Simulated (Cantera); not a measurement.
## Low-pressure radical oxidation in H2/O2

An isothermal, constant-pressure homogeneous reactor starts with H₂ : O₂ : H₂O = 0.027 : 1 : 0.07 (molar parts), equivalence ratio 0.013, at 1225 K and 1.20 Torr.

Cantera simulation using the H2/O2 subset of GRI-Mech 3.0, which has no nitrogen chemistry; the numbers are that mechanism's predictions, not measurements. Radical loss at walls, strong at low pressure, is not modelled.

| t (s) | x H₂ | x O₂ | x H₂O | x H₂O₂ | x HO₂ |
|---|---|---|---|---|---|
| 7.00e-5 | 0.0246 | 0.912 | 0.0638 | <1e-12 | 2.80e-10 |
| 0.000165 | 0.0246 | 0.912 | 0.0638 | <1e-12 | 6.58e-10 |
| 0.000387 | 0.0246 | 0.912 | 0.0638 | <1e-12 | 1.55e-9 |
| 0.000910 | 0.0246 | 0.912 | 0.0638 | <1e-12 | 3.64e-9 |
| 0.00214 | 0.0246 | 0.912 | 0.0638 | 3.02e-12 | 8.56e-9 |
| 0.00503 | 0.0246 | 0.912 | 0.0638 | 1.64e-11 | 2.01e-8 |
| 0.0118 | 0.0246 | 0.912 | 0.0638 | 8.85e-11 | 4.91e-8 |
| 0.0278 | 0.0140 | 0.903 | 0.0718 | 2.00e-8 | 4.74e-7 |
| 0.0654 | 0.000778 | 0.892 | 0.0841 | 1.81e-8 | 4.80e-7 |
| 0.154 | 0.000749 | 0.892 | 0.0843 | 1.80e-8 | 4.75e-7 |
| 0.362 | 0.000688 | 0.894 | 0.0848 | 1.79e-8 | 4.63e-7 |
| 0.851 | 0.000568 | 0.897 | 0.0856 | 1.75e-8 | 4.36e-7 |
| 2.00 | 0.000377 | 0.901 | 0.0868 | 1.64e-8 | 3.76e-7 |
x: mole fraction; the columns are a selection and need not sum to one.

Equilibrium at this temperature and pressure: H₂ 4.99e-8, O₂ 0.910, H₂O 0.0895, H₂O₂ 1.02e-10, HO₂ 1.00e-8 (gas phase only).
